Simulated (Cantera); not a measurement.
Cantera with NASA thermochemical tables; ideal gases at 1 bar, condensed phases pure. Values are per mole of reaction as written; species without (g) are pure solids or liquids, kept so even where they would boil at 1 bar.

Q: Between 300 and 2875 K, where is each reaction favourable under standard conditions?
- BCl3(g) + 3 H(g) → B + 3 HCl(g)

A: 
- BCl3(g) + 3 H(g) → B + 3 HCl(g): ΔG° is -508 kJ at 300 K and -253 kJ at 2875 K; it stays negative (K > 1). ΔH° is -515 kJ and ΔS° -91 J/K at 2875 K.
